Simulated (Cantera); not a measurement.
Chlorosilane synthesis and conversion: Si + HCl + H2

Feed: 1 mol Si, 3.5 mol HCl, 4.6 mol H2, equilibrated at 800 K and 0.100 bar.

Cantera equilibrium calculation (NASA polynomials, part measured and part estimated; ideal gas, pure solids and liquids). Candidate condensed phases: Si; 19 gas species. The tables' values for SiCl3 are old estimates; treat these amounts as uncertain. The numbers say what is thermodynamically allowed, not how fast it happens.

```yaml
x(H2): 0.868
x(SiCl4): 0.0968
x(SiHCl3): 0.0322
x(HCl): 0.00236
x(SiH2Cl2): 0.000865
x(SiCl3): 7.57e-5
x(SiCl2): 6.57e-6
x(SiH3Cl): 5.36e-6
n(Si(s)): 0.0682 mol
gas_amount: 7.169 mol
```
